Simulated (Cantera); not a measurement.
An adiabatic, constant-pressure homogeneous reactor starts with H2 : O2 : N2 = 1 : 0.312 : 2.84 (molar parts), equivalence ratio 1.6, at 1675 K and 0.550 bar. Integrator tolerance rtol = 1e-08.

Detailed kinetics in Cantera: the H2/O2 subset of GRI-Mech 3.0, which has no nitrogen chemistry.

| quantity | before | after |
|---|---|---|
| time of steepest temperature rise | 24.4 µs | 20.1 µs |
| temperature at 0.200 s | 2585 K | 2710 K |
| equilibrium temperature | 2585 K | 2710 K |
| x(H2) at 0.200 s | 0.0935 (gas-phase equilibrium 0.0935) | 0.0532 (gas-phase equilibrium 0.0532) |
| x(O2) at 0.200 s | 0.000389 (gas-phase equilibrium 0.000389) | 0.00502 (gas-phase equilibrium 0.00502) |
| x(H2O2) at 0.200 s | 1.89e-8 (gas-phase equilibrium 1.89e-8) | 1.03e-7 (gas-phase equilibrium 1.03e-7) |
| x(H) at 0.200 s | 0.0150 (gas-phase equilibrium 0.0150) | 0.0185 (gas-phase equilibrium 0.0185) |
| x(HO2) at 0.200 s | 1.69e-7 (gas-phase equilibrium 1.69e-7) | 1.67e-6 (gas-phase equilibrium 1.67e-6) |
| x(OH) at 0.200 s | 0.00559 (gas-phase equilibrium 0.00559) | 0.0164 (gas-phase equilibrium 0.0164) |

Task: Which change was made?
A) pressure from 0.550 bar to 0.200 bar
B) O2 0.312 to 0.42 parts
C) pressure from 0.550 bar to 4.10 bar
D) initial temperature 1675 to 1400 K

Result: B, O2 0.312 to 0.42 parts
